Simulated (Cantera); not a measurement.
An isothermal, constant-pressure homogeneous reactor starts with 3.57 % C₂H₆, 96.4 % H₂, at 1625 K and 750 Torr.

Computed with Cantera and GRI-Mech 3.0 (53 species, 325 reactions). GRI-Mech 3.0 stops at C3 and has no aromatics, soot or wall deposition, so with more carbon than oxygen in the feed, carbon stays in small species such as C2H2 where larger ones or solid carbon would form.

One state of this run: x C₂H₆ = 5.41e-6; x H₂ = 0.949; x C₂H₄ = 0.00146; x CH₂ = 3.28e-9; x CH₃ = 4.74e-5; x C₂H = 4.68e-9; x C₂H₂ = 0.0168. x: mole fraction; the columns are a selection and need not sum to one.

Q: Which value of t (s) does it belong to?
A) 0.00214
B) 0.00895
C) 7.00e-6
D) 2.93e-5

A: B, 0.00895
